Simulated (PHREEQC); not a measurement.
Make-up at 25 °C: 0.031 mol/kgw (NH4)2SO4 and 0.059 mol/kgw KBr. Closed to the air; pH follows from the charge balance.

All values are PHREEQC results (ion-association model, phreeqc.dat), not measurements.

```csv
quantity,before,after
pH,5.50,4.93
ionic strength (mol/kgw),0.136,0.132
NH4+ (mol/kgw),0.0567,0.0576
NH3 (mol/kgw),7.04e-6,6.14e-5
```

Which change was made?
A) (NH4)2SO4 replaced by NH3 at the same molality
B) KBr from 0.059 to 0.0118 mol/kgw
C) temperature from 25 to 85 °C
D) temperature from 25 to 40 °C
E) KBr left out

C, temperature from 25 to 85 °C

Precipitation was switched off in this run. Constants without temperature data keep their 25 °C values here.
